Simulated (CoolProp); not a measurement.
Properties of n-pentane along the isobar 4.49 MPa.

The numbers come from the reference Helmholtz-energy equation of state, Thol 2019 in CoolProp.

```tsv
T (K)	phase	Z	cp (kJ/(kg K))	Prandtl number
252.1	liquid	0.2310	2.123	4.90
261	liquid	0.2258	2.153	4.66
269.8	liquid	0.2211	2.185	4.44
278.7	liquid	0.2167	2.219	4.23
287.5	liquid	0.2128	2.254	4.04
296.4	liquid	0.2092	2.292	3.87
305.2	liquid	0.2059	[?]	3.71
314.1	liquid	0.2029	2.370	3.56
322.9	liquid	[?]	2.411	3.42
331.8	liquid	0.1978	2.455	3.28
340.6	liquid	0.1957	2.499	3.16
349.5	liquid	[?]	[?]	3.03
358.3	liquid	0.1923	2.592	2.92
```

### Question
What belongs in the gaps?

### Answer

- 305.2, cp (kJ/(kg K)): 2.330
- 322.9, Z: 0.2002
- 349.5, Z: 0.1939
- 349.5, cp (kJ/(kg K)): 2.545

Viscosity comes from a separate model (Quiñones-Cisneros 2006), older than the equation that it now runs on, and unchecked against measurements. Thermal conductivity comes from a separate model (Vassiliou 2015).
